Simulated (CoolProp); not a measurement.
Computed with CoolProp (reference Helmholtz-energy equation of state, Thol 2012).

### Question
For benzene, give the phase and the speed of sound (m/s) at 170.85 °C and 0.101 bar; 204.45 °C and 250 bar.

### Answer
- 170.85 °C and 0.101 bar: gas; speed of sound 225
- 204.45 °C and 250 bar: liquid; speed of sound 808
